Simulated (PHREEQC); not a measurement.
Dissolve 0.0064 mol CaCl2 and 6.8e-05 mol CO2 per kg of water at 20 °C. Closed to the air; pH follows from the charge balance.

Equilibrium calculation in PHREEQC: ion-association model, phreeqc.dat.

No solid was allowed to form.

Task: Order these C species by the share of C that they hold, largest first: HCO3-, CO2, CaHCO3+.

Result: CO2 (91 %), HCO3- (8.3 %), CaHCO3+ (0.37 %)

The pH is 5.28 and the ionic strength 0.0192 mol/kgw.
